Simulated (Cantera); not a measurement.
A closed system holds: 1 mol Si2Cl6, a varied amount of N2, 0.8 mol H2, equilibrated at 748.15 K and 8.30 mbar.

Cantera equilibrium calculation (NASA polynomials, part measured and part estimated; ideal gas, pure solids and liquids). Candidate condensed phases: NH4Cl, Si, Si3N4; 28 gas species. The feed counts by its element totals alone. N2 is the only nitrogen source here; it is nearly inert below about 1500 K, so the nitride shown seldom forms there in practice. Equilibrium is a limit: real reactors are often held back by kinetics, nucleation or transport.

**Question.** At 4.3 mol N2, list the 4 most abundant gas species with their mole fractions, and the condensed phases.

**Answer.** N2 0.595, SiCl4 0.193, HCl 0.172, H2 0.0399. Condensed: Si3N4(s).
